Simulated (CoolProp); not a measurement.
Saturation properties of n-butane (Tc = 425.1 K, pc = 37.96 bar, ω = 0.201).

Values from CoolProp's reference Helmholtz-energy equation of state, Bücker 2006.

| T (K) | p (bar) | vapour density (kg/m³) | enthalpy of vaporisation (kJ/kg) | surface tension (mN/m) | vapour viscosity (µPa s) |
|---|---|---|---|---|---|
| 241.7 | 0.2625 | 0.7712 | 411.7 | 18.6 | 6.01 |
| 254 | 0.4697 | 1.324 | 401.7 | 17.1 | 6.31 |
| 266.2 | 0.7874 | 2.141 | 391.4 | 15.6 | 6.60 |
| 278.4 | 1.254 | 3.306 | 380.5 | 14.2 | 6.90 |
| 290.7 | 1.917 | 4.927 | 368.9 | 12.8 | 7.20 |
| 302.9 | 2.813 | 7.086 | 356.6 | 11.4 | 7.51 |
| 315.2 | 4.006 | 9.949 | 343.1 | 10.0 | 7.84 |
| 327.4 | 5.530 | 13.63 | 328.6 | 8.69 | 8.20 |
| 339.6 | 7.450 | 18.35 | 312.7 | 7.39 | 8.59 |
| 351.9 | 9.844 | 24.43 | 294.8 | 6.13 | 9.03 |
| 364.1 | 12.74 | 32.17 | 274.9 | 4.92 | 9.55 |
| 376.4 | 16.25 | 42.31 | 251.8 | 3.74 | 10.2 |

It boils at 272.7 K under 1 atm.

Viscosity comes from a separate model (Vogel 1999). Surface tension comes from a separate correlation (Mulero 2012).
